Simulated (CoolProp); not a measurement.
A single-stage vapour-compression cycle with R22: evaporating at 313.15 K (dew point), condensing at 358.15 K (bubble point), superheat 2 K, subcooling 2 K, compressor efficiency 0.7, no pressure losses. Each further row changes one setting.

The numbers come from the reference Helmholtz-energy equation of state, Kamei 1995 in CoolProp.

```
case                              cooling COP  pressure ratio  discharge temperature (K)  refrigerating effect (kJ/kg)  volumetric capacity (kJ/m³)
--------------------------------  -----------  --------------  -------------------------  ----------------------------  ---------------------------
as stated                                3.11            2.63                      385.3                           103                         6700
evaporating temperature 318.15 K         3.63            2.34                      382.2                           104                         7690
condensing temperature 353.15 K          3.76            2.39                      377.8                           112                         7300
subcooling 7 K                           3.42            2.63                      385.3                           113                         7370
superheat 12 K                           3.14            2.63                      395.9                           112                         6820
compressor efficiency 0.6                2.66            2.63                      390.1                           103                         6700
```
